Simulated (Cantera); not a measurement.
Source: NASA polynomial tables (part measured, part estimated), evaluated in Cantera. Values are per mole of reaction as written; species without (g) are pure solids or liquids, kept so even where they would boil at 1 bar. TiC: taken at fixed stoichiometry.

2 TiC + 3 Cl2(g) = 2 TiCl3 + 2 C, with ΔH° = -1075.2 kJ and ΔS° = -426.4 J/K at 300 K.

**Question.** How far is the shortcut ΔG° ≈ ΔH°(300 K) − T·ΔS°(300 K) from the full temperature-dependent value at 450, 525, 600, 675, 750 K?

**Answer.** 
```tsv
T (K)	shortcut (kJ)	full (kJ)	difference (kJ)	difference in log10 K
450	-883.3	-884.5	1.2	-0.14
525	-851.3	-853.9	2.5	-0.25
600	-819.4	-823.5	4.2	-0.36
675	-787.4	-793.5	6.1	-0.47
750	-755.4	-763.7	8.3	-0.58
```
The shortcut ignores the heat-capacity change of the reaction.
